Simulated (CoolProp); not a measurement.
Vapour-liquid equilibrium of propylene (1) + dimethyl ether (2) at 12.85 °C; x and y are mole fractions of (1).

The numbers come from the multi-fluid Helmholtz-energy mixture model, Lemmon 2013 and Wu 2011; pair parameters Bell 2016 in CoolProp.

```csv
x,bubble pressure (MPa),y at the bubble point,dew pressure at overall composition x (MPa),liquid density (mol/L)
0.05,0.4374,0.105,0.4221,14.65
0.125,0.4786,0.237,0.4432,14.46
0.2,0.5178,0.347,0.4663,14.28
0.275,0.5552,0.439,0.4915,14.10
0.35,0.5908,0.519,0.5191,…
0.425,0.6246,0.590,0.5492,13.74
0.5,0.6569,0.653,0.5819,13.57
0.575,…,0.711,0.6173,13.40
0.65,0.7172,0.765,0.6552,13.23
0.725,0.7456,0.817,0.6951,13.07
0.8,…,0.867,…,12.91
0.875,0.7995,0.917,0.7773,12.76
0.95,0.8252,…,0.8169,12.61
```

Task: Some entries are withheld; supply them.

Result: 
- 0.35, liquid density (mol/L): 13.92
- 0.575, bubble pressure (MPa): 0.6877
- 0.8, bubble pressure (MPa): 0.7730
- 0.8, dew pressure at overall composition x (MPa): 0.7362
- 0.95, y at the bubble point: 0.966

No azeotrope shows between x = 0.05 and 0.95.

The pair parameters rest on a limited set of measurements; away from them the model extrapolates.
